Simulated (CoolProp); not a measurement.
Propylene glycol at several states: Z from the reference equation and from simpler models built on Tc = 674.0 K, pc = 72.92 bar, ω = 0.327; each cubic takes its own stable root.

The numbers come from the reference Helmholtz-energy equation of state, Eisenbach 2021 in CoolProp.

```json
[
 {"T (K)": "279.3", "p (bar)": "3.06", "phase": "liquid", "reference": "0.009578"},
 {"T (K)": "603.9", "p (bar)": "92.6", "phase": "liquid", "reference": "0.1931"},
 {"T (K)": "300.2", "p (bar)": "1.65", "phase": "liquid", "reference": "0.004879"}
]
```

### Question
How far does each simpler model (van der Waals, Soave-Redlich-Kwong, Peng-Robinson) lie from the reference over these 3 states: mean and median of the absolute difference, and the worst?

### Answer
- van der Waals: mean 52.4 %, median 54.2 %, worst +54.3 % at 300.2 K and 1.65 bar
- Soave-Redlich-Kwong: mean 3.0 %, median 1.5 %, worst +6.4 % at 603.9 K and 92.6 bar
- Peng-Robinson: mean 8.3 %, median 9.5 %, worst -9.8 % at 300.2 K and 1.65 bar
